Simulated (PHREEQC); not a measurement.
PHREEQC input (ion-association model, wateq4f.dat):

```
SOLUTION_MASTER_SPECIES
  An  An-  0  An  62.0  # stands for a non-complexing anion
SOLUTION_SPECIES
  An- = An-
    -log_k 0
    -gamma 3.0 0
PHASES
  Fix_H+
    H+ = H+
    -log_k 0
SOLUTION 1
  temp 25
  units mmol/kgw
  pH 7 charge
  As(5) 0.21
  Na 100.42
  An 100
END
SELECTED_OUTPUT 1
  -reset false
  -pH true
  -pe true
  -ionic_strength true
  -water true
  -totals As Na As(3) As(5)
  -molalities Hfo_wOH Hfo_wOH2+ Hfo_wO- Hfo_sOH Hfo_sOH2+ Hfo_sO- Hfo_wH2AsO4 Hfo_wHAsO4- Hfo_wOHAsO4-3
USER_PUNCH 1
  -headings sigma psi
  10 PUNCH EDL("sigma", "Hfo"), EDL("psi", "Hfo")
PRINT
  -reset false
USE solution 1
SURFACE 1
  Hfo_wOH 0.00177528 600 0.79
  Hfo_sOH 4.4382e-05
EQUILIBRIUM_PHASES 1
  Fix_H+ -3 HAn 10
    -force_equality true
  O2(g) -0.68 10
END
# ... the last block is repeated for the other 16 points of pH, with NaOH or the acid as the point needs
```

Selected output (columns that matter, 11 of 17 rows; pH added in front):

```
pH	mu	As	m_Hfo_wOH	m_Hfo_wOH2+	m_Hfo_wO-	m_Hfo_sOH	m_Hfo_sOH2+	m_Hfo_sO-	m_Hfo_wH2AsO4	m_Hfo_wHAsO4-	m_Hfo_wOHAsO4-3	sigma	psi
3	0.1024	3.4427e-09	2.2021e-05	0.0015432	7.1984e-09	6.2438e-07	4.3757e-05	2.041e-10	0.00015552	5.4472e-05	6.5082e-09	0.31198	0.1446
3.75	0.10132	2.0272e-09	9.6642e-05	0.0014685	1.457e-07	2.7402e-06	4.1638e-05	4.1312e-09	8.0165e-05	0.0001295	3.2913e-07	0.28083	0.13951
4.12	0.10114	1.5729e-09	0.00017925	0.0013855	5.3124e-07	5.0823e-06	3.9284e-05	1.5063e-08	4.9917e-05	0.00015852	1.557e-06	0.25672	0.13498
4.88	0.10089	1.3066e-09	0.00044549	0.0011157	4.0749e-06	1.2631e-05	3.1635e-05	1.1554e-07	1.792e-05	0.00017564	1.6433e-05	0.18692	0.11898
5.25	0.10079	1.4925e-09	0.00058146	0.00097588	7.9368e-06	1.6487e-05	2.767e-05	2.2504e-07	1.1246e-05	0.00016448	3.4267e-05	0.14822	0.10738
6	0.10062	2.9819e-09	0.0007904	0.00075595	1.8932e-05	2.2411e-05	2.1434e-05	5.368e-07	4.8688e-06	0.00012496	8.0166e-05	0.079893	0.077456
6.75	0.1005	1.1906e-08	0.00091417	0.00062025	3.0867e-05	2.592e-05	1.7586e-05	8.7519e-07	2.5209e-06	9.1203e-05	0.00011626	0.033814	0.04191
7.12	0.10046	3.2753e-08	0.00095592	0.00057285	3.6543e-05	2.7104e-05	1.6242e-05	1.0361e-06	1.9281e-06	7.8979e-05	0.00012906	0.017376	0.023212
7.88	0.10039	4.2252e-07	0.0010272	0.00048902	4.9434e-05	2.9119e-05	1.3862e-05	1.4013e-06	1.1262e-06	5.8073e-05	0.00015038	-0.011637	-0.015833
8.25	0.10036	1.5321e-06	0.0010643	0.00044413	5.8422e-05	3.0146e-05	1.2581e-05	1.6549e-06	8.0794e-07	4.7524e-05	0.00016014	-0.026728	-0.034338
9	0.10028	1.3286e-05	0.0011629	0.00031839	9.7298e-05	3.2695e-05	8.9517e-06	2.7356e-06	2.4823e-07	2.2255e-05	0.00017421	-0.06465	-0.067877
```

The oxide is taken as insoluble; below pH 4 it would dissolve.
